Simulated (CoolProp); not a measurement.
Saturation properties of ethanol (Tc = 514.7 K, pc = 6268 kPa, ω = 0.644).

The numbers come from the reference Helmholtz-energy equation of state, Schroeder 2014 in CoolProp.

| T (K) | p (kPa) | vapour density (kg/m³) | enthalpy of vaporisation (kJ/kg) | surface tension (mN/m) |
|---|---|---|---|---|
| 243.7 | 0.1520 | 0.003457 | 972.3 | 27.1 |
| 260.6 | 0.6313 | 0.01343 | 957.5 | 25.5 |
| 277.6 | 2.178 | 0.04358 | 941.7 | 23.9 |
| 294.6 | 6.407 | 0.1211 | 924.5 | 22.2 |
| 311.6 | 16.50 | 0.2962 | 905.4 | 20.6 |
| 328.6 | 38.01 | 0.6518 | 883.8 | 18.9 |
| 345.6 | 79.68 | 1.314 | 859.1 | 17.3 |
| 362.6 | 154.2 | 2.461 | 830.7 | 15.6 |
| 379.6 | 278.5 | 4.338 | 797.9 | 13.9 |

It boils at 351.6 K under 1 atm.

Surface tension comes from a separate correlation (Mulero 2012).
